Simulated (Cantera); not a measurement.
A perfectly stirred reactor is fed with 12.8 % N2O, 0.141 % H2, 87.1 % N2, at 0.286 atm; it is held at 1600 K, and followed from long to short residence time.

Computed with Cantera and GRI-Mech 3.0 (53 species, 325 reactions). GRI-Mech 3.0 was tuned for natural gas; its chemistry of N2O as a main component is partial and can be far from experiment. The temperature is held fixed by assumption; the heat of reaction is taken as removed at once.

Problem. Predict: x(N2O) at τ = 3.90 s; x(H2) at τ = 3.90 s; x(HO2) at τ = 3.90 s; x(NO) at τ = 3.90 s; x(N2O) at τ = 33.0 ms; x(H2) at τ = 33.0 ms; x(HO2) at τ = 33.0 ms; x(NO) at τ = 33.0 ms; x(H2O2) at τ = 33.0 ms.

Solution. x(N2O) at τ = 3.90 s: 0.000925
x(H2) at τ = 3.90 s: 8.99e-7
x(HO2) at τ = 3.90 s: 4.00e-8
x(NO) at τ = 3.90 s: 0.0138
x(N2O) at τ = 33.0 ms: 0.0466
x(H2) at τ = 33.0 ms: 2.37e-5
x(HO2) at τ = 33.0 ms: 3.24e-7
x(NO) at τ = 33.0 ms: 0.0179
x(H2O2) at τ = 33.0 ms: 1.20e-9
